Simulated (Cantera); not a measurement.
Charge: 1 mol SiH₄, 18 mol NH₃, 78 mol H₂, 1.1 mol N₂, at 1723.15 K and 1.28 Torr.

Method: chemical equilibrium by Gibbs-energy minimisation in Cantera with the NASA 1993 tables (ideal gas, pure condensed phases). Candidate condensed phases: Si, Si₃N₄; 18 gas species. Gases not in the tables: Si₂H₆ and higher silanes. Kinetics and transport are ignored.

Base state: H₂ 0.909, N₂ 0.0860, H 0.00422, Si 0.000580, SiH 3.28e-5, SiH₂ 1.55e-5 (mole fractions); condensed: Si(l).

Q: What changes in the equilibrium state with this change: temperature from 1723.15 K to 850 K?

A: 
| species | before | after |
|---|---|---|
| H₂ | 0.909 | 0.919 |
| N₂ | 0.0860 | 0.0810 |
| H | 0.00422 | <1e-9 |
| Si | 0.000580 | <1e-9 |
| SiH | 3.28e-5 | <1e-9 |
| SiH₂ | 1.55e-5 | <1e-9 |
| Si(l), mol | 0.923 | 0 |
| Si₃N₄(s), mol | 0 | 0.333 |
